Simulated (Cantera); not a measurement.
Charge: 1 mol B, 12 mol NH₃, 4.9 mol H₂O, held at 1825 K and 0.0133 bar.

Cantera equilibrium calculation (NASA polynomials, part measured and part estimated; ideal gas, pure solids and liquids). Candidate condensed phases: B, BN, B₂O₃, B₃O₃H₃, H₂O; 39 gas species. Kinetics and transport are ignored.

Base state: H₂ 0.660, N₂ 0.204, H₂O 0.0999, HBO₂ 0.0317, H 0.00310, B₂O₃ 0.000779, HBO 0.000599, BO 4.87e-5 (mole fractions); condensed: gas only.

What changes in the equilibrium state with this change: pressure from 0.0133 bar to 1.00 bar?


| species | before | after |
|---|---|---|
| H₂ | 0.660 | 0.662 |
| N₂ | 0.204 | 0.204 |
| H₂O | 0.0999 | 0.100 |
| H | 0.00310 | 0.000358 |
| HBO₂ | 0.0317 | 0.0318 |
| OH | 3.28e-5 | 3.78e-6 |
| BO₂ | 1.26e-5 | 1.46e-6 |
| BO | 4.87e-5 | 5.64e-6 |
| HBO | 0.000599 | 0.000601 |

What changes in the equilibrium state with this change: pressure from 0.0133 bar to 0.0300 bar?


```tsv
species	before	after
H₂	0.660	0.661
N₂	0.204	0.204
H₂O	0.0999	0.0999
H	0.00310	0.00207
HBO₂	0.0317	0.0318
OH	3.28e-5	2.18e-5
BO₂	1.26e-5	8.43e-6
BO	4.87e-5	3.25e-5
HBO	0.000599	0.000600
```
